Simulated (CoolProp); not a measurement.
Vapour-liquid equilibrium of R22 (1) + dimethyl ether (2) at 0.0147 MPa; x and y are mole fractions of (1).

Values from CoolProp's multi-fluid Helmholtz-energy mixture model, Kamei 1995 and Wu 2011; pair parameters Bell 2016.

```tsv
x	bubble temperature (K)	y at the bubble point	dew temperature at overall composition x (K)	liquid density (mol/L)
0.05	211.9	0.034	212.0	17.04
0.2	212.6	0.177	212.6	17.10
0.35	212.5	0.396	212.6	17.16
0.5	210.7	0.658	212.0	17.25
0.65	207.1	0.865	210.8	17.35
0.8	202.6	0.966	208.6	17.43
0.95	199.0	0.997	203.7	17.43
```

y crosses x between x = 0.2 and 0.35: the model has an azeotrope there.

The pair parameters rest on a limited set of measurements; away from them the model extrapolates.
